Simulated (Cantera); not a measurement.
An isothermal plug-flow reactor at 975 K and 0.987 atm (inlet), inlet velocity 1.1 m/s, active area per volume 3900 1/m; feed CH₄ : O₂ : N₂ : H₂O = 0.0039 : 0.013 : 0.79 : 0.027 (molar parts), equivalence ratio 0.60.

Computed with Cantera and Deutschmann's 1995 Pt surface mechanism with GRI-Mech 3.0 gas chemistry. Catalytic surfaces can have several steady states; this one follows from the mechanism file's or the stated starting coverage. Mass transfer to the wall is taken as infinitely fast.

Q: Predict: x(CH₄) at z = 0.0057 m; x(O₂) at z = 0.0057 m; x(H₂O) at z = 0.0057 m; x(CO₂) at z = 0.0057 m; x(CO) at z = 0.0057 m; θ(free Pt) at the exit; θ(O*) at the exit; θ(OH*) at the exit.

A: 
| Property | Result |
|---|---|
| x(CH₄) at z = 0.0057 m | 0.000111 |
| x(O₂) at z = 0.0057 m | 0.00647 |
| x(H₂O) at z = 0.0057 m | 0.0415 |
| x(CO₂) at z = 0.0057 m | 0.00456 |
| x(CO) at z = 0.0057 m | 7.17e-8 |
| θ(free Pt) at the exit | 0.318 |
| θ(O*) at the exit | 0.677 |
| θ(OH*) at the exit | 0.00466 |
